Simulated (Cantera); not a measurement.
Input: 1 mol AlN, 77 mol HCl, equilibrated at 1800 °C and 1.00 bar.

Cantera equilibrium calculation (NASA polynomials, part measured and part estimated; ideal gas, pure solids and liquids). The tables' values for AlCl2 are old estimates; treat these amounts as uncertain. Rates play no part.

```csv
species,before,after
HCl,0.944,0.557
Cl,0.0116,0.259
H2,0.0249,0.103
H,0.000415,0.0647
AlCl3,0.0125,8.79e-5
AlCl,2.02e-5,0.00992
Al,<1e-9,2.45e-5
Cl2,0.000145,1.22e-5
AlCl2,0.000388,0.000719
N2,0.00645,0.00538
```
Gas species are given as mole fractions.

### Question
Name the change that produced these shifts.
A. pressure from 1.00 bar to 0.00133 bar
B. pressure from 1.00 bar to 0.000170 bar
C. temperature from 1800 °C to 750 °C
D. temperature from 1800 °C to 477 °C

### Answer
B, pressure from 1.00 bar to 0.000170 bar
